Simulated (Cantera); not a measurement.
What does this Cantera script print?

```python
import numpy as np
import cantera as ct

gas = ct.Solution("h2o2.yaml")
gas.TPX = 425, 13000, {'H2': 1, 'O2': 0.735, 'N2': 2.35}
flame = ct.FreeFlame(gas, width=0.17)
flame.set_refine_criteria(ratio=3, slope=0.08, curve=0.16)
flame.transport_model = "mixture-averaged"
flame.solve(loglevel=0, auto=True)
z, T = flame.grid, flame.T
thick = (T[-1] - T[0]) / np.gradient(T, z).max()
show = ['H2', 'O2', 'H2O2', 'HO2', 'H', 'OH']
print(f"laminar burning velocity  {flame.velocity[0] * 100:.3f} cm/s")
print(f"burnt temperature         {T[-1]:.1f} K")
print(f"thermal thickness         {thick * 1e3:.4f} mm")
print(f"grid points               {len(z)}")
z0 = z[flame.heat_release_rate.argmax()]
print(f"{'z/mm':>9s}{'T/K':>9s}{'u/(m/s)':>9s}" + "".join(f"{s:>11s}" for s in show))
rows = []
for k in (-3, -2, -1.5, -1, -0.5, -0.25, 0, 0.25, 0.5, 1, 2, 4, 8):
    zz = z0 + k * thick
    rows.append([k * thick, np.interp(zz, z, T), np.interp(zz, z, flame.velocity),
                 *(np.interp(zz, z, flame.X[gas.species_index(s)]) for s in show)])
    print(f"{rows[-1][0] * 1e3:9.3f}{rows[-1][1]:9.1f}{rows[-1][2]:9.3f}" + "".join(f"{x:11.3e}" for x in rows[-1][3:]))
```

Result:

```
laminar burning velocity  285.456 cm/s
burnt temperature         2178.4 K
thermal thickness         5.4538 mm
grid points               132
     z/mm      T/K  u/(m/s)         H2         O2       H2O2        HO2          H         OH
  -16.361    425.0    2.855  2.448e-01  1.799e-01  1.341e-15  1.084e-14  9.551e-18  4.805e-18
  -10.908    425.0    2.855  2.448e-01  1.799e-01  8.388e-15  1.896e-12  1.541e-15  5.649e-16
   -8.181    425.0    2.855  2.448e-01  1.799e-01  2.374e-13  6.125e-11  9.533e-14  1.447e-14
   -5.454    425.0    2.855  2.448e-01  1.799e-01  8.766e-11  1.965e-08  3.156e-10  3.034e-12
   -2.727    432.0    2.892  2.421e-01  1.804e-01  2.951e-06  7.788e-05  3.666e-05  2.055e-05
   -1.363    631.2    4.135  2.104e-01  1.769e-01  1.027e-05  5.975e-05  5.306e-03  5.849e-04
    0.000   1052.5    6.667  1.022e-01  1.374e-01  1.006e-06  2.200e-05  3.812e-02  2.657e-03
    1.363   1332.0    8.357  3.046e-02  8.500e-02  1.231e-06  1.125e-05  5.197e-02  7.676e-03
    2.727   1460.4    9.106  2.347e-02  7.606e-02  8.762e-07  8.472e-06  4.470e-02  1.024e-02
    5.454   1601.0    9.896  2.234e-02  7.246e-02  4.882e-07  6.495e-06  3.360e-02  1.291e-02
   10.908   1748.1   10.696  1.996e-02  6.943e-02  2.473e-07  4.821e-06  2.272e-02  1.513e-02
   21.815   1887.5   11.431  1.609e-02  6.699e-02  1.337e-07  3.421e-06  1.358e-02  1.613e-02
   43.630   2010.2   12.061  1.133e-02  6.527e-02  8.235e-08  2.377e-06  6.879e-03  1.543e-02
```

Detailed kinetics in Cantera: the H2/O2 subset of GRI-Mech 3.0, which has no nitrogen chemistry. Burning velocities carry a grid error of a few per cent, more on coarse grids. Lean hydrogen flames are cellular in practice and burn faster than this planar one.
